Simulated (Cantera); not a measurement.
A perfectly stirred reactor is fed with 11.3 % CO, 1.69 % H2, 7.91 % O2, 79.1 % N2, equivalence ratio 0.82, at 1.01 bar; it is adiabatic with a 650 K inlet, and is followed from long to short residence time, starting on the burning branch (τ in s: 0.19, 0.075, 0.03, 0.012, 0.0049, 0.002, 0.00079, 0.00032, 0.00013, 5.2e-05).

Cantera simulation using GRI-Mech 3.0 (53 species, 325 reactions); the numbers are that mechanism's predictions, not measurements.

x: mole fraction; the columns are a selection and need not sum to one.

```
τ (s)    T (K)     x CO      x H2    x O2      x OH   x H2O  x H2O2
-------  -----  -------  --------  ------  --------  ------  ------
0.19      1685  0.00351  0.000145  0.0167  0.000554  0.0176       …
0.075     1665  0.00569  0.000238  0.0177  0.000704  0.0173       …
0.030     1637  0.00876  0.000371  0.0191  0.000865  0.0170       …
0.012     1596   0.0129  0.000550  0.0211   0.00102  0.0165       …
0.0049    1541   0.0184  0.000766  0.0236   0.00112  0.0158       …
0.0020    1462   0.0263  0.001000  0.0274   0.00112  0.0149       …
0.00079   1312   0.0447   0.00132  0.0367  0.000807  0.0144       …
0.00032    650    0.113    0.0169  0.0791    <1e-12  <1e-12  <1e-12
0.00013    650    0.113    0.0169  0.0791    <1e-12  <1e-12  <1e-12
5.2e-5     650    0.113    0.0169  0.0791    <1e-12  <1e-12  <1e-12
```

Problem. What belongs in the gaps?

Solution. 
- 0.19, x H2O2: 3.38e-8
- 0.075, x H2O2: 5.36e-8
- 0.030, x H2O2: 8.52e-8
- 0.012, x H2O2: 1.37e-7
- 0.0049, x H2O2: 2.24e-7
- 0.0020, x H2O2: 3.71e-7
- 0.00079, x H2O2: 6.72e-7
